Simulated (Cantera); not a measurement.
Charge: 1 mol (CH3)2SiCl2, 0.98 mol CH4, 1.5 mol H2, at 752 °C and 5300 Pa.

Equilibrium computed with Cantera from the NASA thermochemical tables; the gas is ideal and each condensed phase is pure. Candidate condensed phases: C, C6H6, C7H8, C8H18, Si, SiC; 109 gas species. The feed counts by its element totals alone. The tables' values for SiCl3 are old estimates; treat these amounts as uncertain. The numbers say what is thermodynamically allowed, not how fast it happens.

Base state: H2 0.820, HCl 0.143, SiCl4 0.0324, CH4 0.00262, SiHCl3 0.00160, SiCl3 0.000183, SiCl2 2.15e-5 (mole fractions); condensed: C(graphite) + SiC(s).

**Question.** What changes in the equilibrium state with this change: H2 from 1.5 to 1500 mol?

**Answer.** 
| species | before | after |
|---|---|---|
| H2 | 0.820 | 0.997 |
| HCl | 0.143 | 0.00133 |
| CH4 | 0.00262 | 0.00132 |
| SiCl4 | 0.0324 | <1e-9 |
| SiCl2 | 2.15e-5 | 4.50e-9 |
| SiHCl3 | 0.00160 | 3.12e-9 |
| SiCl3 | 0.000183 | <1e-9 |
| C(graphite), mol | 2.21 | 0 |
| SiC(s), mol | 0.754 | 1.000 |

**Question.** What changes in the equilibrium state with this change: temperature from 752 °C to 1950 °C?

**Answer.** 
| species | before | after |
|---|---|---|
| H2 | 0.820 | 0.725 |
| HCl | 0.143 | 0.227 |
| H | 1.71e-8 | 0.0237 |
| SiCl4 | 0.0324 | 6.33e-7 |
| SiCl2 | 2.15e-5 | 0.0154 |
| Cl | 2.75e-9 | 0.00538 |
| C2H2 (acetylene) | 1.81e-9 | 0.00210 |
| Si | <1e-9 | 0.001000 |
| SiCl | <1e-9 | 0.000691 |
| SiC2 | <1e-9 | 0.000105 |
| C(graphite), mol | 2.21 | 2.08 |
| SiC(s), mol | 0.754 | 0.867 |
The tables' values for SiCl, SiCl3 are old estimates; treat these amounts as uncertain. Gases not in the tables: Si2H6 and higher silanes.
